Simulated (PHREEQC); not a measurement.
Dissolve 0.089 mol/kgw Al2(SO4)3 and 0.019 mol/kgw HCl at 25 °C. Closed to the air; pH follows from the charge balance.

The numbers come from PHREEQC with the ion-association model, wateq4f.dat.

No solid was allowed to form.

Question: Order these Al species by the share of Al that they hold, largest first: AlSO4+, Al+3, Al(SO4)2-.

Answer: AlSO4+ (64 %), Al(SO4)2- (26 %), Al+3 (9.9 %)

Question: Order these S species by the share of S that they hold, largest first: HSO4-, SO4-2, AlSO4+, Al(SO4)2-.

Answer: AlSO4+ (43 %), Al(SO4)2- (35 %), SO4-2 (19 %), HSO4- (4.1 %)

The pH is 2.21 and the ionic strength 0.277 mol/kgw.
